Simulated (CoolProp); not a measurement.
Fluoroethane (R161) at several states: fugacity coefficient from the reference equation and from simpler models built on Tc = 102.1 °C, pc = 5.010 MPa, ω = 0.216; each cubic takes its own stable root.

Model: reference Helmholtz-energy equation of state, Wu 2012, in CoolProp.

```
T (°C)  p (MPa)   phase  reference
------  -------  ------  ---------
5.95     0.0195     gas     0.9963
73.65         5  liquid     0.4525
-45.65    0.988  liquid    0.06985
76.95      2.79     gas     0.7558
```

Question: How far does each simpler model (Redlich-Kwong, Peng-Robinson) lie from the reference over these 4 states: mean and median of the absolute difference, and the worst?

Answer: 
- Redlich-Kwong: mean 19.6 %, median 6.3 %, worst +65.8 % at -45.65 °C and 0.988 MPa
- Peng-Robinson: mean 0.5 %, median 0.7 %, worst +0.8 % at -45.65 °C and 0.988 MPa
